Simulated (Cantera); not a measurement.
An adiabatic, constant-pressure homogeneous reactor starts with H2 : O2 : N2 = 1 : 0.25 : 0.94 (molar parts), at 1448 K and 5.00 bar. Integrator tolerance rtol = 1e-08.

Computed with Cantera and the H2/O2 subset of GRI-Mech 3.0, which has no nitrogen chemistry. The hydrogen kinetics of GRI-Mech 3.0 are dated; newer H2 mechanisms differ, most at raised pressure.

Q: What does this change do: pressure from 5.00 bar to 0.730 bar?

A: 
| quantity | before | after |
|---|---|---|
| time of steepest temperature rise | 3.61 µs | 23.3 µs |
| temperature at 0.100 s | 2869 K | 2744 K |
| equilibrium temperature | 2869 K | 2744 K |
| x(H2) at 0.100 s | 0.246 (gas-phase equilibrium 0.246) | 0.239 (gas-phase equilibrium 0.239) |
| x(O2) at 0.100 s | 0.000161 (gas-phase equilibrium 0.000161) | 0.000425 (gas-phase equilibrium 0.000425) |
| x(O) at 0.100 s | 0.000404 (gas-phase equilibrium 0.000404) | 0.00105 (gas-phase equilibrium 0.00105) |
| x(H2O) at 0.100 s | 0.246 (gas-phase equilibrium 0.246) | 0.239 (gas-phase equilibrium 0.239) |
| x(HO2) at 0.100 s | 3.57e-7 (gas-phase equilibrium 3.57e-7) | 3.47e-7 (gas-phase equilibrium 3.47e-7) |
| x(OH) at 0.100 s | 0.00690 (gas-phase equilibrium 0.00690) | 0.0103 (gas-phase equilibrium 0.0103) |

Q: What does this change do: initial temperature 1448 to 1550 K?

A: 
```tsv
quantity	before	after
time of steepest temperature rise	3.61 µs	2.50 µs
temperature at 0.100 s	2869 K	2922 K
equilibrium temperature	2869 K	2922 K
x(H2) at 0.100 s	0.246 (gas-phase equilibrium 0.246)	0.244 (gas-phase equilibrium 0.244)
x(O2) at 0.100 s	0.000161 (gas-phase equilibrium 0.000161)	0.000235 (gas-phase equilibrium 0.000235)
x(O) at 0.100 s	0.000404 (gas-phase equilibrium 0.000404)	0.000593 (gas-phase equilibrium 0.000593)
x(H2O) at 0.100 s	0.246 (gas-phase equilibrium 0.246)	0.243 (gas-phase equilibrium 0.243)
x(HO2) at 0.100 s	3.57e-7 (gas-phase equilibrium 3.57e-7)	5.22e-7 (gas-phase equilibrium 5.22e-7)
x(OH) at 0.100 s	0.00690 (gas-phase equilibrium 0.00690)	0.00853 (gas-phase equilibrium 0.00853)
```
